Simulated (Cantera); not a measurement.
A perfectly stirred reactor is fed with CH₄ : H₂O = 1 : 3 (molar parts), at 5.10 bar; it is held at 2050 K, and followed from long to short residence time.

Cantera simulation using GRI-Mech 3.0 (53 species, 325 reactions); the numbers are that mechanism's predictions, not measurements.

Q: What does this change do: pressure from 5.10 bar to 15.0 bar?

A: 
```json
[
 {"quantity": "x(CH₄) at τ = 0.320 s", "before": "0.00148", "after": "0.00118"},
 {"quantity": "x(H₂O) at τ = 0.320 s", "before": "0.317", "after": "0.316"},
 {"quantity": "x(CH₃) at τ = 0.320 s", "before": "4.02e-5", "after": "1.88e-5"},
 {"quantity": "x(OH) at τ = 0.320 s", "before": "4.83e-5", "after": "2.82e-5"},
 {"quantity": "x(CH₂O) at τ = 0.320 s", "before": "5.01e-7", "after": "6.71e-7"},
 {"quantity": "x(CH₄) at τ = 13.0 ms", "before": "0.0134", "after": "0.0125"},
 {"quantity": "x(H₂O) at τ = 13.0 ms", "before": "0.362", "after": "0.350"},
 {"quantity": "x(CH₃) at τ = 13.0 ms", "before": "0.000381", "after": "0.000205"},
 {"quantity": "x(OH) at τ = 13.0 ms", "before": "5.75e-5", "after": "3.22e-5"},
 {"quantity": "x(CH₂O) at τ = 13.0 ms", "before": "4.20e-6", "after": "3.13e-6"}
]
```
The pressure lies above the range GRI-Mech 3.0 was tuned for (to about 10 atm).
